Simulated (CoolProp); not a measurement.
CF4 (R14) along the isotherm -31.95 °C: fugacity coefficient from the reference equation and from simpler models built on Tc = -45.8 °C, pc = 3.762 MPa, ω = 0.178; each cubic takes its own stable root.

The numbers come from the reference Helmholtz-energy equation of state, Platzer 1990 in CoolProp. This equation is an older, rougher fit; its heat capacities, sound speeds and derivatives of the liquid may be far off and weren't checked against measurements.

```tsv
p (MPa)	phase	reference
0.0297	gas	0.9978
0.0564	gas	0.9958
0.107	gas	0.9919
0.203	gas	0.9847
0.384	gas	0.9712
0.728	gas	0.9458
1.38	gas	0.8985
2.62	gas	0.8108
4.96	supercritical	0.6462
9.41	supercritical	0.4310
```

Problem. How far does each simpler model (van der Waals, Redlich-Kwong, Soave-Redlich-Kwong, Peng-Robinson) lie from the reference over these 10 states: mean and median of the absolute difference, and the worst?

Solution. 
- van der Waals: mean 0.9 %, median 0.4 %, worst +5.0 % at -31.95 °C and 9.41 MPa
- Redlich-Kwong: mean 0.2 %, median 0.1 %, worst -1.0 % at -31.95 °C and 4.96 MPa
- Soave-Redlich-Kwong: mean 0.4 %, median 0.0 %, worst +3.2 % at -31.95 °C and 9.41 MPa
- Peng-Robinson: mean 1.1 %, median 0.5 %, worst -3.6 % at -31.95 °C and 4.96 MPa
